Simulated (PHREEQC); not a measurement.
## Cooling-tower water

Synthetic water in mg/L, 25 °C, pH 6.92, pe 0.8:

| constituent | mg/L |
|---|---|
| Na | 175 |
| K | 404 |
| Ca | 87 |
| Mg | 12.8 |
| Cl | 144 |
| S(6) as SO4 | 586 |
| Alkalinity as HCO3 | 457 |
| B | 0.0691 |
| F | 5.7 |
| Li | 1.01 |
| Si as SiO2 | 1.32 |

Valence states are taken as typed.

The numbers come from PHREEQC with the ion-association model, phreeqc.dat.

```
Quantity                       Value
--------------------  --------------
ionic strength        0.0295 mol/kgw
specific conductance      2460 µS/cm
charge-balance error          -1.3 %
```

```csv
species,molality,activity,log γ
K+,0.0102,0.00859,-0.073
Na+,0.00750,0.00640,-0.069
HCO3-,0.00736,0.00631,-0.067
SO4-2,0.00524,0.00279,-0.274
Cl-,0.00407,0.00345,-0.072
CO2,0.00169,0.00171,0.003
Ca+2,0.00165,0.000889,-0.268
CaSO4,0.000438,0.000440,0.003
```

Precipitation was switched off in this run. Saturation is exceeded, for instance for Fluorite; the values hold only as long as no solid forms. SiF6-2 is the database's only silicon fluoride. Real BF4- forms and hydrolyses slowly; the run takes it at equilibrium.
